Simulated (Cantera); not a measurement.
A closed system holds: 1 mol Si, 1.1 mol H2O, 190 mol H2, at 2000 K and 1.30e-5 bar.

Equilibrium computed with Cantera from the NASA thermochemical tables; the gas is ideal and each condensed phase is pure. Candidate condensed phases: H2O, Si, SiO2; 18 gas species. Kinetics and transport are ignored.

Base state: H2 0.636, H 0.360, SiO 0.00427, H2O 0.000396, OH 2.23e-5 (mole fractions); condensed: gas only.

Task: What changes in the equilibrium state with this change: pressure from 1.30e-5 bar to 1 atm?

Result: 
```tsv
species	before	after
H2	0.636	0.993
SiO	0.00427	0.00520
H	0.360	0.00161
OH	2.23e-5	8.44e-8
H2O	0.000396	0.000521
```

Task: What changes in the equilibrium state with this change: temperature from 2000 K to 1498 K?

Result: 
```csv
species,before,after
H2,0.636,0.990
SiO,0.00427,0.00519
H,0.360,0.00474
OH,2.23e-5,7.06e-8
H2O,0.000396,0.000519
```
